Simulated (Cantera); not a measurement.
A closed system holds: 1 mol Mg(OH)2, 0.084 mol H2O, 0.046 mol CO2, at 8.80 bar.

These are equilibrium values from Cantera (NASA tables, ideal gas, pure condensed phases), not measurements of a reactor. Candidate condensed phases: C, C6H6, C7H8, C8H18, H2O, Mg, MgCO3, MgO, Mg(OH)2; 116 gas species. Kinetics and transport are ignored.

Q: Which condensed phases are stable at each of these points (T (K)): 548, 698, 848, 998, 1148, 1298, 1448?

A: 
| T (K) | condensed phases | Mg condensed (%) |
|---|---|---|
| 548 | MgCO3(s) + Mg(OH)2(s) | 100.0 |
| 698 | MgO(s) | 100.0 |
| 848 | MgO(s) | 100.0 |
| 998 | MgO(s) | 100.0 |
| 1148 | MgO(s) | 100.0 |
| 1298 | MgO(s) | 100.0 |
| 1448 | MgO(s) | 100.0 |

At 548 K the condensed part is MgCO3(s) + Mg(OH)2(s). From 698 K to 1448 K the condensed part is MgO(s).
